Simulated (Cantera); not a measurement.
A closed system holds: 1 mol Cu2O, 5.2 mol H2, 8.3 mol H2O, at 1902 °C and 1.00 bar.

Cantera equilibrium calculation (NASA polynomials, part measured and part estimated; ideal gas, pure solids and liquids). Candidate condensed phases: Cu, CuO, Cu(OH)2, Cu2O, H2O; 12 gas species. Equilibrium is a limit: real reactors are often held back by kinetics, nucleation or transport.

Base state: H2O 0.674, H2 0.304, Cu 0.0191, H 0.00269, OH 0.000801, Cu2 0.000136 (mole fractions); condensed: Cu(l).

Question: What changes in the equilibrium state with this change: Cu2O replaced by Ta2O5?

Answer: 
```json
[
 {"species": "H2O", "before": "0.674", "after": "0.613"},
 {"species": "H2", "before": "0.304", "after": "0.383"},
 {"species": "H", "before": "0.00269", "after": "0.00302"},
 {"species": "Cu", "before": "0.0191", "after": "0"},
 {"species": "Cu2", "before": "0.000136", "after": "0"},
 {"species": "OH", "before": "0.000801", "after": "0.000649"},
 {"species": "Cu(l), mol", "before": "1.73", "after": "0"},
 {"species": "Ta2O5(l), mol", "before": "0", "after": "1.000"}
]
```
Further candidate phases: Ta, Ta2O5.
